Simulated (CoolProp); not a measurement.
Properties of R1336mzz(E) along the isobar 0.101 MPa.

Model: reference Helmholtz-energy equation of state, Akasaka 2023, in CoolProp.

```
T (°C)  phase  density (kg/m³)  cp (kJ/(kg K))  expansivity (1/kK)  fugacity coefficient
------  -----  ---------------  --------------  ------------------  --------------------
31.25     gas            6.794          0.8386               3.735                0.9648
39.25     gas            6.598      (withheld)               3.597                0.9678
47.35     gas            6.412          0.8519          (withheld)                0.9706
55.35     gas       (withheld)      (withheld)               3.355                0.9730
63.35     gas            6.077          0.8643               3.249                0.9752
71.35     gas            5.923          0.8702               3.152                0.9771
79.45     gas            5.776      (withheld)               3.059                0.9789
87.45     gas            5.638      (withheld)               2.975                0.9805
95.45     gas            5.507          0.8870               2.895                0.9820
```

What belongs in the gaps?


- 39.25, cp (kJ/(kg K)): 0.8453
- 47.35, expansivity (1/kK): 3.470
- 55.35, density (kg/m³): 6.239
- 55.35, cp (kJ/(kg K)): 0.8582
- 79.45, cp (kJ/(kg K)): 0.8760
- 87.45, cp (kJ/(kg K)): 0.8816
